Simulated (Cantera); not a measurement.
## SiHCl3 + N2 + HCl (silicon epitaxy and polysilicon growth)

Input: 1 mol SiHCl3, 17 mol N2, 3.5 mol HCl, at 927 °C and 13.3 mbar.

These are equilibrium values from Cantera (NASA tables, ideal gas, pure condensed phases), not measurements of a reactor. Candidate condensed phases: NH4Cl, Si, Si3N4; 28 gas species. N2 is the only nitrogen source here; it is nearly inert below about 1500 K, so the nitride shown seldom forms there in practice. The tables' values for SiCl3 are old estimates; treat these amounts as uncertain. Kinetics and transport are ignored.

```yaml
x(N2): 0.781
x(HCl): 0.155
x(SiCl4): 0.0353
x(H2): 0.0267
x(SiCl3): 0.00129
x(SiCl2): 0.000415
x(SiHCl3): 0.000165
x(Cl): 1.40e-6
n(Si3N4(s)): 0.0662 mol
gas_amount: 21.59 mol
log10 activity of Si(s) (absent): -3.71
```
